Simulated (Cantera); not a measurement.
A closed system holds: 1 mol CsOH, 0.33 mol H₂, 0.27 mol H₂O, at 1000 Pa.

Equilibrium computed with Cantera from the NASA thermochemical tables; the gas is ideal and each condensed phase is pure. Candidate condensed phases: Cs, CsOH, H₂O; 15 gas species. Equilibrium is a limit: real reactors are often held back by kinetics, nucleation or transport. All values below are at 1650 K.

Base state: H₂O 0.359, CsOH 0.352, Cs 0.208, H₂ 0.0807, H 0.000258, OH 5.19e-5 (mole fractions); condensed: gas only.

What changes in the equilibrium state with this change: H₂O from 0.27 to 0.91 mol?


```json
[
 {"species": "H₂O", "before": "0.359", "after": "0.504"},
 {"species": "CsOH", "before": "0.352", "after": "0.297"},
 {"species": "Cs", "before": "0.208", "after": "0.122"},
 {"species": "H₂", "before": "0.0807", "after": "0.0771"},
 {"species": "OH", "before": "5.19e-5", "after": "7.44e-5"},
 {"species": "H", "before": "0.000258", "after": "0.000252"}
]
```
